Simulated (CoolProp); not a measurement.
Values from CoolProp's reference Helmholtz-energy equation of state, Lemmon 2006. It is a short technical equation, of lower accuracy than the large ones.

For acetone, give the phase and the density (kg/m³), cp (kJ/(kg K)), Joule-Thomson coefficient (K/MPa), isothermal compressibility (1/MPa) at 264.75 °C and 171 bar.


- 264.75 °C and 171 bar: supercritical; density 503, cp 2.91, Joule-Thomson coefficient 0.528, isothermal compressibility 0.0135
